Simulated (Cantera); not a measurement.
An isothermal, constant-pressure homogeneous reactor starts with CH₃OH : O₂ : N₂ = 0.014 : 0.0073 : 1 (molar parts), equivalence ratio 2.9, at 1175 K and 0.580 bar. Integrator tolerance rtol = 1e-08.

Cantera simulation using GRI-Mech 3.0 (53 species, 325 reactions); the numbers are that mechanism's predictions, not measurements. GRI-Mech 3.0 was tuned for natural gas; its chemistry of methanol as a main component is partial and can be far from experiment.

Problem. What does this change do: pressure from 0.580 bar to 12.0 bar?

Solution. 
```tsv
quantity	before	after
x(CH₃OH) at 7.00 s	1.00e-12 (gas-phase equilibrium <1e-12)	2.14e-12 (gas-phase equilibrium 1.65e-12)
x(O₂) at 7.00 s	<1e-12 (gas-phase equilibrium <1e-12)	1.01e-9 (gas-phase equilibrium <1e-12)
x(NO) at 7.00 s	3.91e-9 (gas-phase equilibrium 2.22e-12)	4.57e-12 (gas-phase equilibrium <1e-12)
x(CO₂) at 7.00 s	0.00351 (gas-phase equilibrium 0.00418)	0.00115 (gas-phase equilibrium 0.00418)
x(C₂H₄) at 7.00 s	1.42e-10 (gas-phase equilibrium <1e-12)	1.52e-9 (gas-phase equilibrium <1e-12)
x(HCN) at 7.00 s	5.77e-9 (gas-phase equilibrium 3.53e-9)	6.80e-11 (gas-phase equilibrium 7.29e-8)
x(HO₂) at 7.00 s	<1e-12 (gas-phase equilibrium <1e-12)	<1e-12 (gas-phase equilibrium <1e-12)
```
The pressure lies above the range GRI-Mech 3.0 was tuned for (to about 10 atm).

Problem. What does this change do: temperature 1175 to 1050 K?

Solution. 
```
quantity                                              before                                     after
------------------  ----------------------------------------  ----------------------------------------
x(CH₃OH) at 7.00 s   1.00e-12 (gas-phase equilibrium <1e-12)   2.99e-12 (gas-phase equilibrium <1e-12)
x(O₂) at 7.00 s        <1e-12 (gas-phase equilibrium <1e-12)    4.63e-8 (gas-phase equilibrium <1e-12)
x(NO) at 7.00 s     3.91e-9 (gas-phase equilibrium 2.22e-12)   1.69e-10 (gas-phase equilibrium <1e-12)
x(CO₂) at 7.00 s     0.00351 (gas-phase equilibrium 0.00418)   0.00123 (gas-phase equilibrium 0.00501)
x(C₂H₄) at 7.00 s    1.42e-10 (gas-phase equilibrium <1e-12)    1.31e-9 (gas-phase equilibrium <1e-12)
x(HCN) at 7.00 s     5.77e-9 (gas-phase equilibrium 3.53e-9)  1.45e-10 (gas-phase equilibrium 4.11e-9)
x(HO₂) at 7.00 s       <1e-12 (gas-phase equilibrium <1e-12)   7.27e-12 (gas-phase equilibrium <1e-12)
```
